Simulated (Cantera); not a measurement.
Mixture: H₂ : O₂ : N₂ : H₂O = 1 : 0.25 : 0.94 : 0.34 (molar parts), equivalence ratio 2.0, at 0.650 bar, adiabatic and at constant pressure. Ignition delay is the time to a rise of 400 K.

Cantera simulation using the H2/O2 subset of GRI-Mech 3.0, which has no nitrogen chemistry; the numbers are that mechanism's predictions, not measurements. Below about 950 K walls govern HO2 and H2O2 in real vessels.

Question: What does this change do: H2 1 to 0.44 parts?

Answer: 
| quantity | before | after |
|---|---|---|
| delay at 925 K | 0.155 s | 0.254 s |
| delay at 975 K | 14.6 ms | 34.6 ms |
| delay at 1025 K | 0.734 ms | 1.14 ms |
| delay at 1075 K | 0.282 ms | 0.295 ms |
| delay at 1125 K | 0.170 ms | 0.168 ms |
| delay at 1175 K | 0.118 ms | 0.115 ms |
| delay at 1225 K | 88.9 µs | 86.2 µs |
| apparent activation energy between 1125 and 1225 K | 74 kJ/mol | 76 kJ/mol |

Question: What does this change do: pressure from 0.650 bar to 1.01 bar?

Answer: 
| quantity | before | after |
|---|---|---|
| delay at 925 K | 0.155 s | 0.163 s |
| delay at 975 K | 14.6 ms | 30.9 ms |
| delay at 1025 K | 0.734 ms | 3.75 ms |
| delay at 1075 K | 0.282 ms | 0.323 ms |
| delay at 1125 K | 0.170 ms | 0.135 ms |
| delay at 1175 K | 0.118 ms | 83.5 µs |
| delay at 1225 K | 88.9 µs | 59.2 µs |
| apparent activation energy between 1125 and 1225 K | 74 kJ/mol | 95 kJ/mol |
